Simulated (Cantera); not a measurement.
Input (Python, Cantera):

```python
import numpy as np
import cantera as ct

gas = ct.Solution("gri30.yaml")


def delay(T, t_max=10):
    gas.TPX = T, 470000, {'CH4': 1, 'O2': 2.02, 'N2': 7.68}
    reactor = ct.IdealGasConstPressureReactor(gas, clone=False)
    net = ct.ReactorNet([reactor])
    net.rtol, net.atol = 1e-8, 1e-16
    while net.time < t_max:
        t_old, T_old = net.time, reactor.T
        net.step()
        if reactor.T > T + 400:  # ignition: a rise of 400 K
            return t_old + (T + 400 - T_old) / (reactor.T - T_old) * (net.time - t_old)
    return np.nan


taus = []
for T in [1025, 1125, 1225, 1325, 1425, 1525, 1625, 1725]:
    taus.append(delay(T))
    print(f"T0 = {T:6g} K   tau = {taus[-1]:.4e} s")
```

Result:

```
T0 =   1025 K   tau = 1.2981e-01 s
T0 =   1125 K   tau = 2.9391e-02 s
T0 =   1225 K   tau = 7.7800e-03 s
T0 =   1325 K   tau = 2.3194e-03 s
T0 =   1425 K   tau = 7.6661e-04 s
T0 =   1525 K   tau = 2.7877e-04 s
T0 =   1625 K   tau = 1.1212e-04 s
T0 =   1725 K   tau = 5.0295e-05 s
```

Model: GRI-Mech 3.0 (53 species, 325 reactions), integrated in Cantera.
